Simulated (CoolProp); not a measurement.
Saturated liquid density (kg/m³) of octamethylcyclotetrasiloxane (D4): the reference equation beside estimates from Tc = 586.5 K, pc = 1.347 MPa, ω = 0.598. Rackett uses Z = 0.29056 − 0.08775 ω.

The numbers come from the reference Helmholtz-energy equation of state, Thol 2015 in CoolProp.

```csv
T (K),reference,Rackett,van der Waals,Redlich-Kwong,Soave-Redlich-Kwong,Peng-Robinson
410.2,817.1,952.7,468.0,678.5,741.9,837.9
416.8,808.6,942.2,463.3,…,734.3,829.7
423.5,799.9,931.4,458.5,661.7,726.3,821.0
430.1,791.1,920.6,453.7,653.1,718.2,812.2
436.8,782.1,909.4,448.7,644.1,709.6,802.7
443.4,773.0,898.2,443.6,635.0,700.8,793.1
450.1,763.7,886.5,438.3,625.5,…,782.9
456.7,754.3,874.8,432.9,615.8,…,772.3
```

What belongs in the gaps?


- 416.8, Redlich-Kwong: 670.3
- 450.1, Soave-Redlich-Kwong: 691.5
- 456.7, Soave-Redlich-Kwong: 682.0

Absolute difference from the reference over all 8 rows, mean and median: Rackett 16.3 and 16.3 %, van der Waals 42.7 and 42.6 %, Redlich-Kwong 17.6 and 17.5 %, Soave-Redlich-Kwong 9.3 and 9.2 %, Peng-Robinson 2.6 and 2.6 %.
